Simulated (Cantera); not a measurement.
Diamond growth

A diamond (100) surface in a fixed gas of H2 with x(CH4) = 0.019, x(H) = 0.013, at 1125 K, 0.0430 bar; coverages are run to steady state.

Cantera simulation using the Harris–Goodwin 1993 mechanism for the reconstructed diamond (100) surface; the numbers are that mechanism's predictions, not measurements.

```tsv
x(CH3)	growth (µm/h)	θ c6HH	θ c6H*	θ c6*H	θ c6**	θ c6HM
1e-06	0.0295	0.492	0.0306	0.456	0.0211	2.02e-5
2.3e-06	0.0679	0.492	0.0306	0.456	0.0211	4.66e-5
5.2e-06	0.153	0.492	0.0306	0.456	0.0211	0.000105
1.2e-05	0.354	0.492	0.0306	0.456	0.0211	0.000243
2.7e-05	0.796	0.492	0.0306	0.456	0.0211	0.000546
6.2e-05	1.83	0.491	0.0305	0.455	0.0211	0.00125
0.00014	4.11	0.490	0.0305	0.454	0.0210	0.00282
0.00032	9.32	0.488	0.0303	0.451	0.0208	0.00640
0.00073	20.9	0.482	0.0299	0.445	0.0204	0.0144
```
θ: site fractions in the mechanism's names (c6HH fully hydrogenated, c6H* and c6*H radical sites, c6** diradical, c6HM methylated).
